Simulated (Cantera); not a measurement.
A closed system holds: 1 mol MgCO₃, 0.21 mol C, 3.1 mol O₂, equilibrated at 1577 °C and 16.0 mbar.

Equilibrium computed with Cantera from the NASA thermochemical tables; the gas is ideal and each condensed phase is pure. Kinetics and transport are ignored.

```json
[
 {"species": "O₂", "before": "0.704", "after": "0.543"},
 {"species": "CO₂", "before": "0.294", "after": "0.454"},
 {"species": "CO", "before": "0.000943", "after": "0.00166"},
 {"species": "O", "before": "0.00128", "after": "0.00112"},
 {"species": "MgO(s), mol", "before": "1.000", "after": "1.000"}
]
```
Gas species are given as mole fractions.

Q: Name the change that produced these shifts.
(A) C from 0.21 to 0.87 mol
(B) temperature from 1577 °C to 925 °C
(C) O₂ from 3.1 to 0.046 mol
(D) pressure from 16.0 mbar to 26.0 Pa

A: A, C from 0.21 to 0.87 mol
